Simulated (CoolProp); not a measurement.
Computed with CoolProp (reference Helmholtz-energy equation of state, Span 1996).

**Question.** For carbon dioxide, give the phase and the expansivity (1/kK), conductivity (mW/(m K)) at 25.75 °C and 0.595 MPa.

**Answer.** 
- 25.75 °C and 0.595 MPa: gas; expansivity 3.70, conductivity 17.0

Thermal conductivity comes from a separate model (Huber 2016).
